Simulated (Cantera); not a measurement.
Cantera run, input and output.

```python
import numpy as np
import cantera as ct

gas = ct.Solution("SiF4_NH3_mec.yaml", "gas")
gas.TPX = 2048, 110000, {'NH3': 1, 'H2': 1.1}
reactor = ct.IdealGasConstPressureReactor(gas, energy="off", clone=False)
net = ct.ReactorNet([reactor])
net.rtol, net.atol = 1e-08, 1e-18
show = ['NH3', 'H2', 'N2H4', 'N2H2', 'NH2', 'H', 'N']
times = np.geomspace(4e-06, 300, 14)

steps = ct.SolutionArray(gas, extra=["t"])
rows = []
print(f"{'t/s':>10s}{'T/K':>9s}{'P/Pa':>11s}" + "".join(f"{s:>11s}" for s in show))
for t in times:
    while net.time < t:
        t_next = net.step()
        steps.append(gas.state, t=t_next)
    rows.append([np.interp(t, steps.t, y) for y in (steps.T, steps.P, *steps(*show).X.T)])
    print(f"{t:10.3e}{rows[-1][0]:9.1f}{rows[-1][1]:11.4g}" + "".join(f"{x:11.3e}" for x in rows[-1][2:]))
rate = np.gradient(steps.T, steps.t)
print("integrator steps:", len(steps.t))
if steps.T.max() > steps.T[0] + 200:
    print(f"time of steepest temperature rise: {steps.t[rate.argmax()]:.4e} s")
gas.TPX = 2048, 110000, {'NH3': 1, 'H2': 1.1}
gas.equilibrate("TP")
print(f"equilibrium (TP): T = {gas.T:.1f} K  " + "  ".join(f"{s} {gas[s].X[0]:.3e}" for s in show))
```

It prints:

```
       t/s      T/K       P/Pa        NH3         H2       N2H4       N2H2        NH2          H          N
 4.000e-06   2048.0    1.1e+05  4.761e-01  5.238e-01  9.878e-10  3.807e-09  5.402e-05  2.042e-05  1.603e-10
 1.614e-05   2048.0    1.1e+05  4.759e-01  5.238e-01  1.617e-08  9.327e-08  2.162e-04  8.080e-05  1.268e-08
 6.510e-05   2048.0    1.1e+05  4.749e-01  5.240e-01  1.805e-07  1.766e-06  7.207e-04  2.695e-04  4.508e-07
 2.627e-04   2048.0    1.1e+05  4.700e-01  5.270e-01  2.991e-07  3.371e-06  9.274e-04  3.525e-04  9.489e-07
 1.060e-03   2048.0    1.1e+05  4.504e-01  5.400e-01  2.824e-07  3.178e-06  9.011e-04  3.662e-04  9.569e-07
 4.275e-03   2048.0    1.1e+05  3.819e-01  5.853e-01  2.256e-07  2.537e-06  8.055e-04  4.183e-04  9.812e-07
 1.725e-02   2048.0    1.1e+05  2.119e-01  6.977e-01  1.010e-07  1.184e-06  5.391e-04  6.009e-04  1.022e-06
 6.958e-02   2048.0    1.1e+05  3.593e-02  8.138e-01  8.254e-09  1.292e-07  1.542e-04  1.181e-03  8.909e-07
 2.807e-01   2048.0    1.1e+05  1.878e-03  8.357e-01  5.701e-11  1.236e-09  1.282e-05  1.929e-03  1.919e-07
 1.132e+00   2048.0    1.1e+05  2.992e-04  8.367e-01  1.498e-12  3.343e-11  2.079e-06  1.965e-03  3.224e-08
 4.569e+00   2048.0    1.1e+05  6.785e-05  8.369e-01  7.709e-14  2.271e-12  4.716e-07  1.966e-03  7.323e-09
 1.843e+01   2048.0    1.1e+05  1.720e-05  8.369e-01  4.957e-15  6.885e-13  1.195e-07  1.966e-03  1.857e-09
 7.436e+01   2048.0    1.1e+05  6.859e-06  8.369e-01  7.908e-16  5.971e-13  4.767e-08  1.966e-03  7.403e-10
 3.000e+02   2048.0    1.1e+05  6.266e-06  8.369e-01  6.605e-16  5.943e-13  4.354e-08  1.966e-03  6.763e-10
integrator steps: 1495
equilibrium (TP): T = 2048.0 K  NH3 6.266e-06  H2 8.369e-01  N2H4 6.605e-16  N2H2 5.943e-13  NH2 4.354e-08  H 1.966e-03  N 6.763e-10
```

Model: the gas-phase N/H chemistry of the illustrative SiF4/NH3 mechanism in the Surface Chemkin manual (1991), integrated in Cantera. Walls and surfaces, which speed up NH3 decomposition in real reactors, are not modelled.
